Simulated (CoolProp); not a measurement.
The fluid at 298.15 K and 0.0217 MPa flows at 0.75 m/s in a round tube of 20 mm bore and 0.25 µm roughness, fully developed (64/Re and Nu = 3.66 if laminar; Colebrook and Gnielinski if turbulent). The same conditions are run with several fluids, on thermodynamics alone (safety and materials aside).

Model: reference Helmholtz-energy equation of state of each fluid (n-pentane: Thol 2019; nitrogen: Span 2000; carbon dioxide: Span 1996; R404A: Lemmon 2003; n-butane: Bücker 2006), in CoolProp. Blends and air are pseudo-pure fits.

| fluid | Reynolds number | Darcy friction factor | pressure drop (Pa/m) | heat-transfer coefficient (W/(m² K)) | mass flow (kg/h) |
|---|---|---|---|---|---|
| n-pentane | (withheld) | (withheld) | 0.405 | 2.64 | 0.541 |
| nitrogen | (withheld) | 0.310 | 1.07 | 4.72 | (withheld) |
| carbon dioxide | 388 | 0.165 | 0.894 | 3.04 | 0.327 |
| R404A | 1050 | 0.0607 | (withheld) | 2.44 | 0.727 |
| n-butane | (withheld) | 0.0619 | (withheld) | (withheld) | 0.434 |

Complete the blanks.


- n-pentane, Reynolds number: 1420
- n-pentane, Darcy friction factor: 0.0451
- nitrogen, Reynolds number: 207
- nitrogen, mass flow (kg/h): 0.208
- R404A, pressure drop (Pa/m): 0.732
- n-butane, Reynolds number: 1030
- n-butane, pressure drop (Pa/m): 0.445
- n-butane, heat-transfer coefficient (W/(m² K)): 3.03

Transport values come from each fluid's own correlations; those of n-pentane are estimates that may be off by 10 % or more.
